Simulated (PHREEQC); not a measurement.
Solution (25 °C): 0.0051 mol HF, 0.0015 mol NH4F and 0.00085 mol H4SiO4 per kg of water. Closed to the air; pH follows from the charge balance.

The numbers come from PHREEQC with the ion-association model, wateq4f.dat.

Precipitation was switched off in this run.

Question: Order these F species by the share of F that they hold, largest first: F-, HF2-, HF, SiF6-2, H2F2.

Answer: SiF6-2 (58 %), HF (24 %), F- (18 %), HF2- (0.22 %), H2F2 (0.19 %)

The pH is 3.03 and the ionic strength 0.00311 mol/kgw. Examples of supersaturated solids here: Quartz (slow to form). Others may be too. SiF6-2 is the database's only silicon fluoride.
